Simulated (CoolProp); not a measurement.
Vapour-liquid equilibrium of 1-butene (1) + acetone (2) at 0.278 MPa; x and y are mole fractions of (1).

The numbers come from the multi-fluid Helmholtz-energy mixture model, Lemmon 2005 and Lemmon 2006; pair parameters Bell 2016 in CoolProp.

```
x     bubble temperature (°C)  y at the bubble point  dew temperature at overall composition x (°C)  liquid density (mol/L)
----  -----------------------  ---------------------  ---------------------------------------------  ----------------------
0.05                     74.5                  0.353                                           87.2                   12.32
0.2                      47.9                  0.756                                           81.3                   12.31
0.35                     36.9                  0.855                                           74.6                   12.01
0.5                      32.0                  0.892                                           66.8                   11.63
0.65                     29.0                  0.915                                           56.9                   11.24
0.8                      26.5                  0.940                                           43.4                   10.89
0.95                     23.8                  0.980                                           25.7                   10.61
```

No azeotrope shows between x = 0.05 and 0.95.

The pair parameters rest on a limited set of measurements; away from them the model extrapolates. With so large a gap from Raoult's law the liquid may split in two, which this calculation doesn't test in full.
